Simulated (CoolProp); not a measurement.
Values from CoolProp's reference Helmholtz-energy equation of state, Lemmon 2006. It is a short technical equation, of lower accuracy than the large ones.

Give the vapour pressure (kPa), vapour density (kg/m³), enthalpy of vaporisation (kJ/kg), liquid cp (kJ/(kg K)) of saturated carbon monoxide at 110.9, 114.2, 120.8 K.


| T (K) | p (kPa) | vapour density (kg/m³) | enthalpy of vaporisation (kJ/kg) | liquid cp (kJ/(kg K)) |
|---|---|---|---|---|
| 110.9 | 1130 | 44.2 | 159 | 2.59 |
| 114.2 | 1370 | 54.5 | 149 | 2.75 |
| 120.8 | 1960 | 82.9 | 126 | 3.30 |
